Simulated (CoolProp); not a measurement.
Saturation properties of propylene.

The numbers come from the reference Helmholtz-energy equation of state, Lemmon 2013 in CoolProp.

```csv
T (K),p (bar),liquid viscosity (µPa s),vapour viscosity (µPa s)
166.2,0.02185,…,…
187.9,0.1229,314,5.31
209.5,0.4586,236,5.91
231.1,1.296,184,6.51
252.8,3.019,147,…
274.4,6.062,119,7.86
296.1,10.97,96.9,…
317.7,18.25,…,10.1
339.4,28.64,61.3,12.4
```

### Question
Fill in the missing entries.

### Answer

- 166.2, liquid viscosity (µPa s): 444
- 166.2, vapour viscosity (µPa s): 4.71
- 252.8, vapour viscosity (µPa s): 7.14
- 296.1, vapour viscosity (µPa s): 8.80
- 317.7, liquid viscosity (µPa s): 78.5

It boils at 225.5 K under 1 atm.

Viscosity comes from a separate model (Huber 2003), an estimate that may be off by 10 % or more.
